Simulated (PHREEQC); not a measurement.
Solution (25 °C): 0.0033 mol ZnSO4, 0.12 mol NaCl and 0.00028 mol FeSO4 per kg of water. Closed to the air; pH follows from the charge balance.

All values are PHREEQC results (ion-association model, phreeqc.dat), not measurements.

Each row changes one thing in this solution. No solid was allowed to form.

```json
[
 {"case": "as made", "pH": "5.76", "ionic strength (mol/kgw)": "0.132", "SO4-2 (mol/kgw)": "0.00279", "HSO4- (mol/kgw)": "2.10e-7"},
 {"case": "FeSO4 from 0.00028 to 0.0014 mol/kgw", "pH": "5.76", "ionic strength (mol/kgw)": "0.135", "SO4-2 (mol/kgw)": "?", "HSO4- (mol/kgw)": "?"},
 {"case": "temperature from 25 to 20 °C", "pH": "5.77", "ionic strength (mol/kgw)": "0.132", "SO4-2 (mol/kgw)": "0.00280", "HSO4- (mol/kgw)": "1.83e-7"},
 {"case": "ZnSO4 left out", "pH": "6.68", "ionic strength (mol/kgw)": "0.121", "SO4-2 (mol/kgw)": "0.000230", "HSO4- (mol/kgw)": "2.13e-9"},
 {"case": "NaCl left out", "pH": "5.89", "ionic strength (mol/kgw)": "0.0112", "SO4-2 (mol/kgw)": "?", "HSO4- (mol/kgw)": "2.54e-7"},
 {"case": "FeSO4 left out", "pH": "5.76", "ionic strength (mol/kgw)": "?", "SO4-2 (mol/kgw)": "0.00258", "HSO4- (mol/kgw)": "1.95e-7"},
 {"case": "ZnSO4 replaced by Na2SO4 at the same molality", "pH": "6.71", "ionic strength (mol/kgw)": "?", "SO4-2 (mol/kgw)": "0.00293", "HSO4- (mol/kgw)": "2.48e-8"}
]
```

Task: Complete the blanks.

Result: 
- FeSO4 from 0.00028 to 0.0014 mol/kgw, SO4-2 (mol/kgw): 0.00361
- FeSO4 from 0.00028 to 0.0014 mol/kgw, HSO4- (mol/kgw): 2.68e-7
- NaCl left out, SO4-2 (mol/kgw): 0.00278
- FeSO4 left out, ionic strength (mol/kgw): 0.131
- ZnSO4 replaced by Na2SO4 at the same molality, ionic strength (mol/kgw): 0.130
